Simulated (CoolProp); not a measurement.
Values from CoolProp's reference Helmholtz-energy equation of state, de Reuck 1990.

Q: Give the vapour pressure (bar), liquid density (kg/m³), vapour Z of saturated fluorine at 134.8, 138.1, 141.5 K.

A: 
| T (K) | p (bar) | liquid density (kg/m³) | vapour Z |
|---|---|---|---|
| 134.8 | 34.4 | 1010 | 0.606 |
| 138.1 | 39.9 | 939 | 0.549 |
| 141.5 | 46.2 | 842 | 0.469 |
